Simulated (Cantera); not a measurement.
An isothermal, constant-pressure homogeneous reactor starts with H₂ : O₂ : N₂ = 1.5 : 1 : 0.51 (molar parts), equivalence ratio 0.75, at 1325 K and 1.00 bar.

Detailed kinetics in Cantera: GRI-Mech 3.0 (53 species, 325 reactions). The temperature is held fixed by assumption; the heat of reaction is taken as removed at once.

One state of this run: x H₂ = 3.49e-6; x O₂ = 0.111; x H = 2.54e-8; x HO₂ = 4.17e-7; x NO = 4.83e-6; x NO₂ = 1.01e-7. x: mole fraction; the columns are a selection and need not sum to one.

Q: Which value of t (s) does it belong to?
A. 0.934
B. 0.00211
C. 0.203
D. 0.000459

A: B, 0.00211
